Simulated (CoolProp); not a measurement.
Vapour-liquid equilibrium of propane (1) + R236FA (2) at 0.302 MPa; x and y are mole fractions of (1).

Values from CoolProp's multi-fluid Helmholtz-energy mixture model, Lemmon 2009 and Pan 2012; pair parameters Bell 2016.

```tsv
x	bubble temperature (°C)	y at the bubble point	dew temperature at overall composition x (°C)	liquid density (mol/L)
0.05	16.1	0.347	26.6	9.197
0.2	-3.8	0.723	21.6	9.846
0.35	-9.9	0.802	16.0	10.24
0.5	-11.8	0.827	9.3	10.60
0.65	-12.7	0.843	1.1	11.01
0.8	-13.6	0.872	-9.7	11.53
0.95	-14.2	0.949	-14.2	12.17
```

y crosses x between x = 0.8 and 0.95: the model has an azeotrope there.

Pair parameters are fitted to limited data, so mixtures are less certain than the pure fluids. With so large a gap from Raoult's law the liquid may split in two, which this calculation doesn't test in full.
